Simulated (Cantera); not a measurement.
A closed system holds: 1 mol SiC, 0.57 mol O₂, 630 mol H₂, equilibrated at 13.3 mbar.

Equilibrium computed with Cantera from the NASA thermochemical tables; the gas is ideal and each condensed phase is pure. Candidate condensed phases: C, C₆H₆, C₇H₈, C₈H₁₈, H₂O, Si, SiC, SiO₂; 123 gas species. Mutual solubility and eutectic melting of coexisting phases are not modelled. The tables hold silica as quartz up to 1696 K and as liquid above; real silica turns to tridymite and cristobalite and melts near 1996 K. Rates play no part.

Task: Which condensed phases are stable at each of these points (T (°C)): 775, 825, 875, 925, 975, 1025, 1075, 1125, 1175, 1225, 1275, 1325, 1375, 1425?

Result: 
| T (°C) | condensed phases | Si condensed (%) |
|---|---|---|
| 775 | C(graphite) + SiC(s) + SiO₂(β-quartz) | 100.0 |
| 825 | C(graphite) + SiC(s) + SiO₂(β-quartz) | 100.0 |
| 875 | SiC(s) + SiO₂(β-quartz) | 100.0 |
| 925 | SiC(s) + SiO₂(β-quartz) | 99.8 |
| 975 | SiC(s) + SiO₂(β-quartz) | 98.7 |
| 1025 | SiC(s) + SiO₂(β-quartz) | 92.6 |
| 1075 | SiC(s) + SiO₂(β-quartz) | 64.2 |
| 1125 | SiC(s) | 43.0 |
| 1175 | SiC(s) | 43.0 |
| 1225 | SiC(s) | 43.0 |
| 1275 | SiC(s) | 42.9 |
| 1325 | SiC(s) | 42.9 |
| 1375 | SiC(s) | 42.7 |
| 1425 | SiC(s) | 42.4 |

From 775 °C to 825 °C the condensed part is C(graphite) + SiC(s) + SiO₂(β-quartz). From 875 °C to 1075 °C the condensed part is SiC(s) + SiO₂(β-quartz). From 1125 °C to 1425 °C the condensed part is SiC(s).
